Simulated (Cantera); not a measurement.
**Ammonia decomposition in nitride growth gas**

An isothermal, constant-pressure homogeneous reactor starts with 8.33 % NH3, 91.7 % N2, at 1950 K and 0.430 bar.

Computed with Cantera and the gas-phase N/H chemistry of the illustrative SiF4/NH3 mechanism in the Surface Chemkin manual (1991). Walls and surfaces, which speed up NH3 decomposition in real reactors, are not modelled.

```
t (s)       x NH3   x N2       x N       x H    x N2H4
--------  -------  -----  --------  --------  --------
1.00e-5    0.0833  0.917    <1e-12   2.92e-7  4.67e-12
3.01e-5    0.0833  0.917  3.69e-12   2.92e-7  4.83e-11
9.06e-5    0.0833  0.917  1.23e-10   2.99e-7  4.53e-10
0.000273   0.0832  0.917   2.05e-9   3.80e-7   3.95e-9
0.000820   0.0829  0.916   1.03e-8   1.02e-6   2.19e-8
0.00247    0.0820  0.916   3.85e-8   2.98e-6   3.00e-8
0.00743    0.0791  0.915   1.24e-7   7.61e-6   2.32e-8
0.0224     0.0712  0.912   3.18e-7   1.91e-5   1.53e-8
0.0673     0.0522  0.905   5.23e-7   4.78e-5   8.12e-9
0.203      0.0221  0.893   5.98e-7  0.000115   2.21e-9
0.610     0.00245  0.885   4.91e-7  0.000283  9.42e-11
1.83      5.88e-5  0.884   9.99e-8  0.000587    <1e-12
5.52      9.90e-6  0.884   1.77e-8  0.000597    <1e-12
16.6      2.82e-6  0.884   5.04e-9  0.000597    <1e-12
50.0      9.33e-7  0.884   1.67e-9  0.000597    <1e-12
```
x: mole fraction; the columns are a selection and need not sum to one.

Equilibrium at this temperature and pressure: NH3 3.44e-7, N2 0.884, N 6.15e-10, H 0.000597, N2H4 <1e-12 (gas phase only).
